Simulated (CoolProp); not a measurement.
Computed with CoolProp (reference Helmholtz-energy equation of state, Wagner 2002).

Problem. Give the vapour pressure (bar), liquid density (kg/m³), liquid cp (kJ/(kg K)), surface tension (mN/m) of saturated water at 312.7, 356.6 K.

Solution. 
| T (K) | p (bar) | liquid density (kg/m³) | liquid cp (kJ/(kg K)) | surface tension (mN/m) |
|---|---|---|---|---|
| 312.7 | 0.0721 | 992 | 4.18 | 69.8 |
| 356.6 | 0.544 | 970 | 4.20 | 62.1 |

Surface tension comes from a separate correlation (Mulero 2012).
